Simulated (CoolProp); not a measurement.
Values from CoolProp's reference Helmholtz-energy equation of state, Jacobsen 1992.

**Question.** For R11, give the phase and the cp (kJ/(kg K)), isothermal compressibility (1/MPa), expansivity (1/kK), conductivity (mW/(m K)) at 269.6 K and 8.52 MPa; 294.1 K and 8.52 MPa.

**Answer.** 
- 269.6 K and 8.52 MPa: liquid; cp 0.848, isothermal compressibility 0.00120, expansivity 1.35, conductivity 98.0
- 294.1 K and 8.52 MPa: liquid; cp 0.864, isothermal compressibility 0.00152, expansivity 1.45, conductivity 91.1

Thermal conductivity comes from a separate model (McLinden 2000), an estimate that may be off by 10 % or more.
